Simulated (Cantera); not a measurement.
An adiabatic, constant-volume homogeneous reactor starts with CH4 : O2 : N2 = 1 : 1.67 : 6.27 (molar parts), equivalence ratio 1.2, at 1400 K and 165 Torr.

Detailed kinetics in Cantera: GRI-Mech 3.0 (53 species, 325 reactions).

**Question.** Predict: time of steepest temperature rise; temperature at 0.100 s; equilibrium temperature; x(O2) at 0.100 s; x(O) at 0.100 s; x(H2) at 0.100 s.

**Answer.** 
- time of steepest temperature rise = 10.9 ms
- temperature at 0.100 s = 2772 K
- equilibrium temperature = 2772 K
- x(O2) at 0.100 s = 0.0113 (gas-phase equilibrium 0.0113)
- x(O) at 0.100 s = 0.00756 (gas-phase equilibrium 0.00756)
- x(H2) at 0.100 s = 0.0390 (gas-phase equilibrium 0.0390)
